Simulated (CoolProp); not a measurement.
Vapour-liquid equilibrium of R141b (1) + n-pentane (2) at 148.95 °C; x and y are mole fractions of (1).

Computed with CoolProp (multi-fluid Helmholtz-energy mixture model, Lemmon 2006 and Thol 2019; pair parameters Bell 2016).

```tsv
x	bubble pressure, mixture model (MPa)	bubble pressure, Raoult's law (MPa)	y, mixture model	y, Raoult's law
0.05	1.600	1.573	0.063	0.056
0.125	1.648	1.589	0.151	0.139
0.2	1.688	1.604	0.231	0.221
0.275	1.721	1.620	0.306	0.300
0.35	1.747	1.635	0.378	0.379
0.425	1.768	1.651	0.448	0.455
0.5	1.783	1.666	0.516	0.531
0.575	1.794	1.681	0.585	0.605
0.65	1.799	1.697	0.654	0.678
0.725	1.800	1.712	0.724	0.749
0.8	1.797	1.728	0.796	0.819
0.875	1.790	1.743	0.870	0.888
0.95	1.779	1.759	0.947	0.956
```

The largest gap from Raoult's law is +7.1 % in bubble pressure, at x = 0.425. y crosses x between x = 0.65 and 0.725: the model has an azeotrope there.

The pair parameters rest on a limited set of measurements; away from them the model extrapolates.
